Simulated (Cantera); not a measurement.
# SiCl₄ + NH₃ + N₂ (silicon nitride deposition)

Charge: 1 mol SiCl₄, 28 mol NH₃, 18 mol N₂, held at 10.0 mbar.

These are equilibrium values from Cantera (NASA tables, ideal gas, pure condensed phases), not measurements of a reactor. Candidate condensed phases: NH₄Cl, Si, Si₃N₄; 28 gas species. The tables' values for SiCl, SiCl₃ are old estimates; treat these amounts as uncertain. Equilibrium is a limit: real reactors are often held back by kinetics, nucleation or transport.

From 798 K to 1698 K the condensed part is Si₃N₄(s). The main Si-bearing gas is SiCl₄ at 798 K and SiCl₂ at 1698 K.

| T (K) | x H₂ | x N₂ | x HCl | x SiCl₂ | x H | x Cl | x Si | x SiCl | n Si₃N₄(s) |
|---|---|---|---|---|---|---|---|---|---|
| 798 | 0.531 | 0.416 | 0.0531 | 6.84e-12 | 1.94e-11 | 2.01e-12 | <1e-12 | <1e-12 | 0.333 |
| 948 | 0.531 | 0.416 | 0.0531 | 3.89e-9 | 3.82e-9 | 3.64e-10 | <1e-12 | <1e-12 | 0.333 |
| 1098 | 0.531 | 0.416 | 0.0531 | 3.86e-7 | 1.80e-7 | 1.62e-8 | <1e-12 | <1e-12 | 0.333 |
| 1248 | 0.531 | 0.416 | 0.0531 | 1.25e-5 | 3.40e-6 | 2.91e-7 | <1e-12 | 5.08e-11 | 0.333 |
| 1398 | 0.531 | 0.416 | 0.0527 | 0.000185 | 3.45e-5 | 2.82e-6 | 9.37e-10 | 1.25e-8 | 0.328 |
| 1548 | 0.532 | 0.416 | 0.0500 | 0.00146 | 0.000225 | 1.69e-5 | 2.96e-7 | 9.97e-7 | 0.296 |
| 1698 | 0.534 | 0.418 | 0.0412 | 0.00577 | 0.00106 | 6.33e-5 | 3.32e-5 | 3.07e-5 | 0.185 |
x: gas mole fraction; n: condensed amount in mol.
